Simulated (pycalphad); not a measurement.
# Phase fractions of Si-21.47Mg (at.%)

All values are pycalphad results on the COST 507 light-alloy database (1999) (1 atm), not direct measurements. No gas phase is included, though pure Mg would boil below 1252 °C. The database dates from 1999; later assessments differ in places, in temperatures and in the compounds included. Amounts are mole fractions of atoms. Kinetics are ignored, which matters at the lower temperatures.

```tsv
T (°C)	liquid	diamond (Si)	MG2SI
1252	1.000	-	-
1202	0.792	0.208	-
1152	0.655	0.345	-
1102	0.579	0.421	-
1052	0.531	0.469	-
1002	0.498	0.502	-
952	0.472	0.528	-
902	-	0.678	0.322
852	-	0.678	0.322
802	-	0.678	0.322
752	-	0.678	0.322
702	-	0.678	0.322
652	-	0.678	0.322
602	-	0.678	0.322
552	-	0.678	0.322
502	-	0.678	0.322
452	-	0.678	0.322
402	-	0.678	0.322
352	-	0.678	0.322
302	-	0.678	0.322
252	-	0.678	0.322
202	-	0.678	0.322
152	-	0.678	0.322
102	-	0.678	0.322
```

Database names, with the compositions (at.%) that they take in these runs: MG2SI: Mg 67 Si 33.
